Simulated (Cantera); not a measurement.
**Silicon oxide and oxynitride deposition: SiF₄ + H₂O + H₂ + NO**

A closed system holds: 1 mol SiF₄, 3.7 mol H₂O, 7.8 mol H₂, 0.2 mol NO, held at 29.0 Pa.

Equilibrium computed with Cantera from the NASA thermochemical tables; the gas is ideal and each condensed phase is pure. Candidate condensed phases: H₂O, Si, SiO₂, Si₂N₂O, Si₃N₄; 58 gas species. The tables hold silica as quartz up to 1696 K and as liquid above; real silica turns to tridymite and cristobalite and melts near 1996 K. Kinetics and transport are ignored.

| T (K) | x H₂ | x HF | x H₂O | x N₂ | x SiF₄ | x H | x SiO | n SiO₂(α-quartz) | n SiO₂(β-quartz) |
|---|---|---|---|---|---|---|---|---|---|
| 825 | 0.562 | 0.275 | 0.151 | 0.00739 | 0.00516 | 3.49e-10 | <1e-12 | 0.930 | 0 |
| 900 | 0.560 | 0.287 | 0.144 | 0.00737 | 0.00185 | 5.14e-9 | <1e-12 | 0 | 0.975 |
| 975 | 0.559 | 0.292 | 0.141 | 0.00736 | 0.000671 | 5.02e-8 | <1e-12 | 0 | 0.991 |
| 1050 | 0.559 | 0.293 | 0.140 | 0.00735 | 0.000268 | 3.56e-7 | <1e-12 | 0 | 0.996 |
| 1125 | 0.559 | 0.294 | 0.140 | 0.00735 | 0.000118 | 1.95e-6 | 1.10e-11 | 0 | 0.998 |
| 1200 | 0.559 | 0.294 | 0.140 | 0.00735 | 5.75e-5 | 8.66e-6 | 4.29e-10 | 0 | 0.999 |
| 1275 | 0.559 | 0.294 | 0.140 | 0.00735 | 3.03e-5 | 3.24e-5 | 1.08e-8 | 0 | 1.000 |
| 1350 | 0.559 | 0.294 | 0.140 | 0.00735 | 1.71e-5 | 0.000105 | 1.88e-7 | 0 | 1.000 |
| 1425 | 0.559 | 0.294 | 0.140 | 0.00735 | 1.03e-5 | 0.000299 | 2.40e-6 | 0 | 1.000 |
| 1500 | 0.558 | 0.294 | 0.140 | 0.00735 | 6.46e-6 | 0.000772 | 2.36e-5 | 0 | 1.000 |
| 1575 | 0.557 | 0.294 | 0.140 | 0.00734 | 4.23e-6 | 0.00182 | 0.000185 | 0 | 0.997 |
x: gas mole fraction; n: condensed amount in mol.

At 825 K the condensed part is SiO₂(α-quartz). From 900 K to 1575 K the condensed part is SiO₂(β-quartz). The main Si-bearing gas is SiF₄ at 825 K and SiO at 1575 K.
